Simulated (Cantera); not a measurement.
What does this Cantera script print?

```python
import numpy as np
import cantera as ct

gas_names = """
    CL CL2 Fe FeCL FeCL2 FeCL3 Fe2CL4 Fe2CL6 H HCL H2 N NH NH2 NH3 N2 N2H2 N2H4
""".split()
cond_names = """
    Fe(a) Fe(c) Fe(d) Fe(L) FeCL2(s) FeCL2(L) FeCL3(s) FeCL3(L) NH4CL(a) NH4CL(b)
""".split()


# ... load() reads the species with a 1 bar reference pressure and builds the phases ...
atoms = {
    'FeCl3': {'Fe': 1, 'CL': 3},
    'H2': {'H': 2},
    'N2': {'N': 2},
}
top_T = {}  # K; cautious upper limits of use, not melting points


# ... equilibrate(T, P, feed) seeds the gas with the atoms and calls Mixture.equilibrate('TP', solver="vcs", rtol=1e-11, max_steps=5000) ...
results = []
feed = {'FeCl3': 1, 'H2': 43, 'N2': 1.2}  # mol
P = 0.61  # Pa
for T in [1673, 1723, 1773, 1823, 1873, 1923, 1973, 2023, 2073, 2123, 2173]:
    mix = equilibrate(T, P, feed)
    results.append((T, P, feed, dict(zip(mix.species_names, mix.species_moles))))
    x = sorted(zip(gas.X, gas.species_names), reverse=True)
    print(f"T = {T:g} K  P = {P:g} Pa  gas = {mix.phase_moles(0):.4g} mol")
    print("   x: " + "  ".join(f"{s} {v:.3e}" for v, s in x if v > 1e-06))
    print("   condensed (mol): " + ("  ".join(f"{mix.phase(i).name} {mix.phase_moles(i):.4g}"
          for i in range(1, mix.n_phases) if mix.phase_moles(i) > 1e-12) or "none"))
```

It prints:

```
T = 1673 K  P = 0.61 Pa  gas = 47.76 mol
   x: H2 8.489e-01  HCL 6.019e-02  H 4.248e-02  N2 2.512e-02  Fe 2.080e-02  CL 2.352e-03  FeCL2 1.328e-04  FeCL 2.821e-06
   condensed (mol): none
T = 1723 K  P = 0.61 Pa  gas = 48.41 mol
   x: H2 8.256e-01  H 6.709e-02  HCL 5.819e-02  N2 2.479e-02  Fe 2.060e-02  CL 3.663e-03  FeCL2 5.928e-05  FeCL 2.357e-06
   condensed (mol): none
T = 1773 K  P = 0.61 Pa  gas = 49.36 mol
   x: H2 7.922e-01  H 1.025e-01  HCL 5.522e-02  N2 2.431e-02  Fe 2.023e-02  CL 5.493e-03  FeCL2 2.677e-05  FeCL 1.947e-06
   condensed (mol): none
T = 1823 K  P = 0.61 Pa  gas = 50.74 mol
   x: H2 7.460e-01  H 1.515e-01  HCL 5.117e-02  N2 2.365e-02  Fe 1.969e-02  CL 7.927e-03  FeCL2 1.210e-05  FeCL 1.583e-06
   condensed (mol): none
T = 1873 K  P = 0.61 Pa  gas = 52.69 mol
   x: H2 6.850e-01  H 2.163e-01  HCL 4.594e-02  N2 2.278e-02  Fe 1.897e-02  CL 1.099e-02  FeCL2 5.411e-06  FeCL 1.259e-06
   condensed (mol): none
T = 1923 K  P = 0.61 Pa  gas = 55.34 mol
   x: H2 6.085e-01  H 2.975e-01  HCL 3.963e-02  N2 2.169e-02  Fe 1.807e-02  CL 1.458e-02  FeCL2 2.360e-06
   condensed (mol): none
T = 1973 K  P = 0.61 Pa  gas = 58.81 mol
   x: H2 5.183e-01  H 3.933e-01  HCL 3.255e-02  N2 2.041e-02  CL 1.846e-02  Fe 1.700e-02
   condensed (mol): none
T = 2023 K  P = 0.61 Pa  gas = 63.12 mol
   x: H 4.981e-01  H2 4.196e-01  HCL 2.526e-02  CL 2.227e-02  N2 1.901e-02  Fe 1.584e-02
   condensed (mol): none
T = 2073 K  P = 0.61 Pa  gas = 68.11 mol
   x: H 6.030e-01  H2 3.207e-01  CL 2.560e-02  HCL 1.844e-02  N2 1.762e-02  Fe 1.468e-02
   condensed (mol): none
T = 2123 K  P = 0.61 Pa  gas = 73.33 mol
   x: H 6.981e-01  H2 2.310e-01  CL 2.820e-02  N2 1.636e-02  Fe 1.364e-02  HCL 1.271e-02
   condensed (mol): none
T = 2173 K  P = 0.61 Pa  gas = 78.21 mol
   x: H 7.758e-01  H2 1.577e-01  CL 3.000e-02  N2 1.534e-02  Fe 1.279e-02  HCL 8.355e-03
   condensed (mol): none
```

Equilibrium computed with Cantera from the NASA thermochemical tables; the gas is ideal and each condensed phase is pure.
